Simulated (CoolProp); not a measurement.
Model: reference Helmholtz-energy equation of state, Lemmon 2022, in CoolProp.

Problem. Give the vapour pressure (bar), liquid density (kg/m³), liquid cp (kJ/(kg K)), surface tension (mN/m) of saturated R1234yf at 259, 271.5, 275.7 K.

Solution. 
```
T (K)  p (bar)  liquid density (kg/m³)  liquid cp (kJ/(kg K))  surface tension (mN/m)
-----  -------  ----------------------  ---------------------  ----------------------
259       1.90                    1220                   1.26                    11.5
271.5     2.99                    1180                   1.29                    9.69
275.7     3.44                    1170                   1.31                    9.11
```

Surface tension comes from a separate correlation (Mulero 2012).
